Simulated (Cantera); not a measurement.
Input (Python, Cantera):

```python
import numpy as np
import cantera as ct

gas = ct.Solution("gri30.yaml")


def delay(T, t_max=10):
    gas.TPX = T, 50000, {'CH4': 1, 'O2': 2.27, 'N2': 8.55, 'CO2': 1}
    reactor = ct.IdealGasConstPressureReactor(gas, clone=False)
    net = ct.ReactorNet([reactor])
    net.rtol, net.atol = 1e-8, 1e-16
    while net.time < t_max:
        t_old, T_old = net.time, reactor.T
        net.step()
        if reactor.T > T + 400:  # ignition: a rise of 400 K
            return t_old + (T + 400 - T_old) / (reactor.T - T_old) * (net.time - t_old)
    return np.nan


taus = []
for T in [1075, 1150, 1225, 1300, 1375, 1450]:
    taus.append(delay(T))
    print(f"T0 = {T:6g} K   tau = {taus[-1]:.4e} s")
```

Result:

```
T0 =   1075 K   tau = 6.2796e-01 s
T0 =   1150 K   tau = 1.8556e-01 s
T0 =   1225 K   tau = 6.0366e-02 s
T0 =   1300 K   tau = 2.1471e-02 s
T0 =   1375 K   tau = 8.3494e-03 s
T0 =   1450 K   tau = 3.5775e-03 s
```

Model: GRI-Mech 3.0 (53 species, 325 reactions), integrated in Cantera.
